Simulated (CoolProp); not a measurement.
The numbers come from the reference Helmholtz-energy equation of state, Lemmon 2006 in CoolProp. It is a short technical equation, of lower accuracy than the large ones.

**Question.** For nitrous oxide, give the phase and the Z, cp (kJ/(kg K)), cv (kJ/(kg K)), isothermal compressibility (1/MPa) at 224.1 K and 3.62 bar.

**Answer.** 
- 224.1 K and 3.62 bar: gas; Z 0.950, cp 0.880, cv 0.641, isothermal compressibility 2.92
